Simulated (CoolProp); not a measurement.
Methane at 298.15 K and 0.898 MPa is throttled through a valve to 0.596 MPa with no heat exchange. Each further row changes one setting.

Model: reference Helmholtz-energy equation of state, Setzmann 1991, in CoolProp.

```csv
case,temperature change (K),final density (kg/m³)
as stated,-1.3,3.92
outlet pressure 0.179 MPa,-3.2,1.17
outlet pressure 0.775 MPa,-0.5,5.09
```
